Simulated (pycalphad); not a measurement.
All values are pycalphad results on the COST 507 light-alloy database (1999) (1 atm), not direct measurements. The data set is of 1999 and partly superseded. Amounts are mole fractions of atoms.

Give the equilibrium state of Si-1.411Y (wt.%) at 1175 K.

DIAMOND_A4, fraction 0.987, with no Y wt.%; SI2Y_R, fraction 0.013, with 61.3 Y wt.%.

Give the equilibrium state of Si-1.411Y (wt.%) at 1625 K.

DIAMOND_A4, fraction 0.919, with no Y wt.%; LIQUID, fraction 0.081, with 15.6 Y wt.%.

Database names, with the compositions (at.%) that they take in these runs: SI2Y_R: Si 67 Y 33. DIAMOND_A4 is diamond (Si). An entry "none" or "no" means that the model of the phase leaves that element out.
